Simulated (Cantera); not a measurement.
Input: 1 mol SrCl2, 490 mol H2, held at 10000 Pa.

Method: chemical equilibrium by Gibbs-energy minimisation in Cantera with the NASA 1993 tables (ideal gas, pure condensed phases). Candidate condensed phases: Sr, SrCl2; 8 gas species. Rates play no part.

Which condensed phases are stable at each of these points (T (°C)): 977, 1027, 1077, 1127, 1177, 1227, 1277, 1327, 1377, 1427, 1477, 1527?


```csv
T (°C),condensed phases,Sr condensed (%)
977,SrCl2(l),97.9
1027,SrCl2(l),93.8
1077,SrCl2(l),83.1
1127,SrCl2(l),57.1
1177,gas only,0.0
1227,gas only,0.0
1277,gas only,0.0
1327,gas only,0.0
1377,gas only,0.0
1427,gas only,0.0
1477,gas only,0.0
1527,gas only,0.0
```

From 977 °C to 1127 °C the condensed part is SrCl2(l). From 1177 °C to 1527 °C nothing is condensed.
